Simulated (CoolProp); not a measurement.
A Linde-Hampson liquefier for ethane: isothermal reversible compression at 320 K from 1 atm to 5 MPa, throttling to 1 atm, return gas leaving the recuperator 2 K below the feed. Each further row changes one setting.

Values from CoolProp's reference Helmholtz-energy equation of state, Bücker 2006.

```tsv
case	liquid yield per pass	compression work (kJ/kg of gas)
as stated	0.171	315
high pressure 10 MPa	0.430	338
warm-end temperature 350 K	0.108	354
warm-end gap 7 K	0.160	315
```
